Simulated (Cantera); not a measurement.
Input: 1 mol SiH4, a varied amount of C2H2, 52 mol H2, held at 1448.15 K and 0.100 bar.

These are equilibrium values from Cantera (NASA tables, ideal gas, pure condensed phases), not measurements of a reactor. Candidate condensed phases: C, C6H6, C7H8, C8H18, Si, SiC; 87 gas species. Mutual solubility and eutectic melting of coexisting phases are not modelled. Rates play no part.

Q: Which condensed phases are stable at each of these points (n(C2H2) (mol)): 0.03, 0.039, 0.05, 0.065, 0.085, 0.11, 0.14, 0.19, 0.24, 0.31, 0.41, 0.53, 0.68?

A: 
```
n(C2H2) (mol)      condensed phases  Si condensed (%)
-------------  --------------------  ----------------
0.03                 Si(s) + SiC(s)             100.0
0.039                Si(s) + SiC(s)             100.0
0.05                 Si(s) + SiC(s)             100.0
0.065                Si(s) + SiC(s)             100.0
0.085                Si(s) + SiC(s)             100.0
0.11                 Si(s) + SiC(s)             100.0
0.14                 Si(s) + SiC(s)             100.0
0.19                 Si(s) + SiC(s)             100.0
0.24                 Si(s) + SiC(s)             100.0
0.31                 Si(s) + SiC(s)             100.0
0.41                 Si(s) + SiC(s)             100.0
0.53           C(graphite) + SiC(s)             100.0
0.68           C(graphite) + SiC(s)             100.0
```

From 0.03 mol C2H2 to 0.41 mol C2H2 the condensed part is Si(s) + SiC(s). From 0.53 mol C2H2 to 0.68 mol C2H2 the condensed part is C(graphite) + SiC(s).
